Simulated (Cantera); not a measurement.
Source: NASA polynomial tables (part measured, part estimated), evaluated in Cantera. Values are per mole of reaction as written; species without (g) are pure solids or liquids, kept so even where they would boil at 1 bar.

Task: Between 1325 and 1775 K, where is each reaction favourable under standard conditions?
- 2 Cl(g) + Sr = SrCl2

Result: 
- 2 Cl(g) + Sr = SrCl2: ΔG° is -725 kJ at 1325 K and -620 kJ at 1775 K; it stays negative (K > 1). ΔH° is -1028 kJ and ΔS° -230 J/K at 1775 K.
